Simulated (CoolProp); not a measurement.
A simple Rankine cycle with methanol: condensing at 292.15 K, boiler at 0.248 MPa, turbine inlet 377.2 K, turbine efficiency 0.6, pump efficiency 0.8, no recuperator. Each further row changes one setting.

Computed with CoolProp (reference Helmholtz-energy equation of state, de Reuck 1993).

```tsv
case	thermal efficiency (%)	net work (kJ/kg)	heat in (kJ/kg)	turbine exit temperature (K)	volume ratio over the turbine
as stated	10.9	140	1290	292.2	15.6
turbine inlet 397.2 K	11.0	146	1330	294.8	15.2
condensing temperature 284.15 K	12.0	158	1310	284.1	23.7
boiler pressure 0.174 MPa	9.7	126	1300	292.2	11.0
turbine efficiency 0.5	9.0	117	1290	292.2	16.0
```

The expansion ends wet for: as stated; condensing temperature 284.15 K; boiler pressure 0.174 MPa; turbine efficiency 0.5.
